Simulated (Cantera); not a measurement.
A perfectly stirred reactor is fed with CH₄ : C₂H₆ : O₂ : N₂ = 1 : 0.047 : 1.27 : 4.79 (molar parts), equivalence ratio 1.7, at 500000 Pa; it is adiabatic with a 748 K inlet, and is followed from long to short residence time, starting on the burning branch (τ in s: 0.48, 0.12, 0.031, 0.0078, 0.002, 0.00051, 0.00013, 3.3e-05, 8.3e-06).

Model: GRI-Mech 3.0 (53 species, 325 reactions), integrated in Cantera.

Problem. Predict: blow-out, bracketed by the residence times tried; x(CH₄) at τ = 0.480 s; x(C₂H₆) at τ = 0.480 s; x(O₂) at τ = 0.480 s; x(N₂O) at τ = 0.480 s; x(CH₂) at τ = 0.480 s; x(CH₄) at τ = 2.00 ms; x(C₂H₆) at τ = 2.00 ms; x(O₂) at τ = 2.00 ms; x(N₂O) at τ = 2.00 ms; x(CH₂) at τ = 2.00 ms.

Solution. 
```json
{
 "blow_out_bracketed_by_the_residence_times_tried": "burning at 0.130 ms, out at 33.0 µs",
 "x(CH₄) at τ = 0.480 s": "0.000183",
 "x(C₂H₆) at τ = 0.480 s": "1.04e-8",
 "x(O₂) at τ = 0.480 s": "8.58e-6",
 "x(N₂O) at τ = 0.480 s": "2.07e-9",
 "x(CH₂) at τ = 0.480 s": "7.71e-8",
 "x(CH₄) at τ = 2.00 ms": "0.00551",
 "x(C₂H₆) at τ = 2.00 ms": "8.53e-6",
 "x(O₂) at τ = 2.00 ms": "0.00139",
 "x(N₂O) at τ = 2.00 ms": "1.01e-8",
 "x(CH₂) at τ = 2.00 ms": "6.82e-6"
}
```
